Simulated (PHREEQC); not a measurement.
A PHREEQC input (ion-association model, phreeqc.dat):

```
SOLUTION 1
  temp 25
  units mg/L
  pH 12.5
  pe 11.7
  Na 160
  K 5.99
  Ca 274
  Mg 26
  Cl 156
  S(6) 647 as SO4
  Alkalinity 283 as HCO3
  B 1.45
  Li 3.93
END
USE solution 1
EQUILIBRIUM_PHASES 1
  Quartz 0 0.5
  CO2(g) -2.5 10
END
```

It stops with these messages:

```
WARNING: Maximum iterations exceeded, 100
WARNING: Maximum iterations exceeded, 100
WARNING: The program has failed to converge to a numerical solution.
ERROR:           Alkalinity has not converged. Total: 4.647630e-03	Calculated: 1.563598e-04	Residual: 4.491270e-03
ERROR: Is non-carbonate alkalinity greater than total alkalinity?
ERROR:                    B has not converged. Total: 1.344167e-04	Calculated: 1.241251e-04	Residual: 1.029161e-05
ERROR:                   Ca has not converged. Total: 6.850681e-03	Calculated: 4.280256e-03	Residual: 2.570425e-03
ERROR:                   Cl has not converged. Total: 4.409430e-03	Calculated: 4.836994e-03	Residual: -4.275630e-04
ERROR:                    K has not converged. Total: 1.535107e-04	Calculated: 1.700625e-04	Residual: -1.655173e-05
ERROR:                   Li has not converged. Total: 5.675532e-04	Calculated: 6.221584e-04	Residual: -5.460522e-05
ERROR:                   Mg has not converged. Total: 1.071676e-03	Calculated: 1.284653e-04	Residual: 9.432108e-04
ERROR:                   Na has not converged. Total: 6.974221e-03	Calculated: 7.908668e-03	Residual: -9.344475e-04
ERROR:                 S(6) has not converged. Total: 6.749234e-03	Calculated: 4.135984e-03	Residual: 2.613251e-03
ERROR:               A(H2O) Activity of water has not converged. 	Residual: 7.879521e+00
ERROR: Model failed to converge for initial solution  1.
```

Problem. Why does the run stop?

Solution. The fault: pH typed as 12.5 with the alkalinity kept. The line should read `pH 7.4` where the input has `pH 12.5`. With the mend the run ends at pH 7.88 and ionic strength 0.0306 mol/kgw.
